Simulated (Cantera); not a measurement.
Input: 1 mol toluene, 1.3 mol NH3, 2 mol N2, equilibrated at 1.00 Torr.

Method: chemical equilibrium by Gibbs-energy minimisation in Cantera with the NASA 1993 tables (ideal gas, pure condensed phases). Candidate condensed phases: C, C6H6, C7H8, C8H18; 92 gas species. The numbers say what is thermodynamically allowed, not how fast it happens. All values below are at 1702 °C.

Base state: H2 0.662, N2 0.300, H 0.0305, HCN 0.00595, C2H2 (acetylene) 0.000430, HNC 0.000323 (mole fractions); condensed: C(graphite).

### Question
What changes in the equilibrium state with this change: toluene replaced by C2H5OH?

### Answer
```json
[
 {"species": "H2", "before": "0.662", "after": "0.550"},
 {"species": "N2", "before": "0.300", "after": "0.301"},
 {"species": "CO", "before": "0", "after": "0.115"},
 {"species": "H", "before": "0.0305", "after": "0.0278"},
 {"species": "C2H2 (acetylene)", "before": "0.000430", "after": "0.000357"},
 {"species": "HCN", "before": "0.00595", "after": "0.00543"},
 {"species": "HNC", "before": "0.000323", "after": "0.000295"},
 {"species": "C(graphite), mol", "before": "6.94", "after": "0.944"}
]
```
Further candidate phases: H2O.
